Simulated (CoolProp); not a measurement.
Ethanol along the isotherm 377.2 K: density (kg/m³) from the reference equation and from simpler models built on Tc = 514.7 K, pc = 62.68 bar, ω = 0.644; each cubic takes its own stable root.

The numbers come from the reference Helmholtz-energy equation of state, Schroeder 2014 in CoolProp.

```tsv
p (bar)	phase	reference
0.991	gas	1.489
1.88	gas	2.886
3.56	liquid	709.7
6.75	liquid	710.2
12.8	liquid	711.1
24.3	liquid	712.9
46	liquid	716.1
87.2	liquid	721.9
165	liquid	731.6
313	liquid	747.5
```

**Question.** How far does each simpler model (Redlich-Kwong, Soave-Redlich-Kwong, Peng-Robinson) lie from the reference over these 10 states: mean and median of the absolute difference, and the worst?

**Answer.** 
- Redlich-Kwong: mean 33.8 %, median 23.2 %, worst -99.2 % at 377.2 K and 3.56 bar
- Soave-Redlich-Kwong: mean 13.1 %, median 16.2 %, worst -16.3 % at 377.2 K and 313 bar
- Peng-Robinson: mean 4.5 %, median 5.3 %, worst -6.0 % at 377.2 K and 313 bar

At some of these states Redlich-Kwong gives the other phase, because its saturation line lies elsewhere.
